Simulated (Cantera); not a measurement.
Thermodynamics of hydrogen reduction and annealing atmospheres, feed FeS + H2

Charge: 1 mol FeS, a varied amount of H2, equilibrated at 2100 K and 1.33 mbar.

These are equilibrium values from Cantera (NASA tables, ideal gas, pure condensed phases), not measurements of a reactor. Candidate condensed phases: Fe, FeS, FeS2, S; 8 gas species. Rates play no part.

```
n(H2) (mol)  log p H2  log p H  log p Fe  log p S  log p SH  log p S2  log p H2S
-----------  --------  -------  --------  -------  --------  --------  ---------
33              -2.94    -3.97     -4.43    -4.82     -5.12     -5.19      -5.87
41              -2.93    -3.97     -4.52    -4.89     -5.18     -5.33      -5.94
51              -2.93    -3.97     -4.61    -4.96     -5.25     -5.47      -6.00
64              -2.92    -3.97     -4.71    -5.04     -5.33     -5.62      -6.08
80              -2.92    -3.97     -4.81    -5.12     -5.40     -5.78      -6.15
100             -2.92    -3.97     -4.90    -5.19     -5.48     -5.94      -6.23
120             -2.92    -3.97     -4.98    -5.26     -5.55     -6.07      -6.30
160             -2.92    -3.97     -5.10    -5.37     -5.66     -6.29      -6.40
200             -2.92    -3.96     -5.20    -5.46     -5.74     -6.46      -6.49
240             -2.92    -3.96     -5.28    -5.53     -5.81     -6.60      -6.56
```
log p: log10 of the partial pressure in bar; nothing condenses.

From 33 mol H2 to 240 mol H2 nothing is condensed. The main Fe-bearing gas is Fe throughout.
